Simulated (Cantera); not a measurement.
# Thermodynamics of chlorosilane synthesis and conversion, feed Si + HCl + H₂

Feed: 1 mol Si, 2 mol HCl, 19 mol H₂, at 17.0 bar.

These are equilibrium values from Cantera (NASA tables, ideal gas, pure condensed phases), not measurements of a reactor. Candidate condensed phases: Si; 19 gas species. The tables' values for SiCl₃ are old estimates; treat these amounts as uncertain. Gases not in the tables: Si₂H₆ and higher silanes. Kinetics and transport are ignored.

```
T (°C)   x H₂     x HCl  x SiHCl₃  x SiCl₄  x SiH₂Cl₂   x SiCl₂  n Si(s)
------  -----  --------  --------  -------  ---------  --------  -------
300     0.969   5.10e-6    0.0207  0.00773    0.00254  1.01e-11    0.368
400     0.969   4.85e-5    0.0200  0.00794    0.00311   1.55e-9    0.365
500     0.969  0.000255    0.0194  0.00813    0.00356   6.32e-8    0.364
600     0.968  0.000911    0.0188  0.00825    0.00389   1.09e-6    0.366
700     0.967   0.00248    0.0180  0.00823    0.00413   1.02e-5    0.375
800     0.965   0.00553    0.0171  0.00798    0.00425   6.18e-5    0.392
900     0.961    0.0106    0.0157  0.00741    0.00424  0.000266    0.421
1000    0.956    0.0179    0.0137  0.00642    0.00405  0.000866    0.461
1100    0.949    0.0271    0.0111  0.00501    0.00365   0.00222    0.508
```
x: gas mole fraction; n: condensed amount in mol.

From 300 °C to 1100 °C the condensed part is Si(s). The main Si-bearing gas is SiHCl₃ throughout. The share of Si in condensed phases is highest at 1100 °C (50.8 %) and lowest at 500 °C (36.4 %).
